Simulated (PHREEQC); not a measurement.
Copper plating or etch bath (model solution)

A solution holds 0.016 mol/kgw CuCl2 and 0.013 mol/kgw HBF4, at 25 °C. Closed to the air; pH follows from the charge balance.

The numbers come from PHREEQC with the ion-association model, phreeqc.dat.

Precipitation was switched off in this run.

**Question.** Estimate the pH, ionic strength.

**Answer.** pH 1.99; ionic strength 0.0588 mol/kgw.

**Question.** In which forms is F present?

**Answer.** BF4- 83 %, HF 12 %, BF3OH- 3.6 %, F- 1.0 %, BF2(OH)2- 0.5 % of the F.

Complexes and solids missing from the database can't appear. Real BF4- forms and hydrolyses slowly; the run takes it at equilibrium.
